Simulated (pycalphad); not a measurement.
Computed with pycalphad from the COST 507 light-alloy database (1999), at 1 atm. No gas phase is included, though pure Si would boil below 3300 K. The database dates from 1999; later assessments differ in places, in temperatures and in the compounds included. Amounts are mole fractions of atoms. Diffusion is slow at the low end, where real alloys seldom reach equilibrium.

Problem. Give the equilibrium state of Si-65.78C (wt.%) at 1450 K.

Solution. graphite, fraction 0.636, with 100 C wt.%; CSI, fraction 0.364, with 30.0 C wt.%.

Problem. Give the equilibrium state of Si-65.78C (wt.%) at 3300 K.

Solution. graphite, fraction 0.759, with 100 C wt.%; liquid, fraction 0.241, with 12.1 C wt.%.

Database names, with the compositions (at.%) that they take in these runs: CSI: Si 50 C 50.
